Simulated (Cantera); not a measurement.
A closed system holds: 1 mol SiCl₄, 1.8 mol NH₃, 0.3 mol H₂, held at 1725 °C and 0.133 bar.

Equilibrium computed with Cantera from the NASA thermochemical tables; the gas is ideal and each condensed phase is pure. Candidate condensed phases: NH₄Cl, Si, Si₃N₄; 28 gas species. The tables' values for SiCl₃, SiCl are old estimates; treat these amounts as uncertain. Rates play no part.

Base state: H₂ 0.343, HCl 0.330, SiCl₂ 0.161, N₂ 0.153, SiCl₃ 0.00766, H 0.00258, Cl 0.00184, SiCl₄ 0.000419 (mole fractions); condensed: gas only.

Q: What changes in the equilibrium state with this change: SiCl₄ replaced by SiHCl₃?

A: 
| species | before | after |
|---|---|---|
| H₂ | 0.343 | 0.500 |
| HCl | 0.330 | 0.181 |
| SiCl₂ | 0.161 | 0.157 |
| SiCl₃ | 0.00766 | 0.00340 |
| N₂ | 0.153 | 0.152 |
| Si₂N | 7.04e-7 | 1.57e-5 |
| SiH₂ | 7.64e-6 | 5.26e-5 |
| SiH | 9.87e-6 | 5.62e-5 |
| SiCl₄ | 0.000419 | 8.47e-5 |
| Si(l), mol | 0 | 0.0424 |
The tables' values for SiCl₃, SiCl, SiN are old estimates; treat these amounts as uncertain. Gases not in the tables: Si₂H₆ and higher silanes.
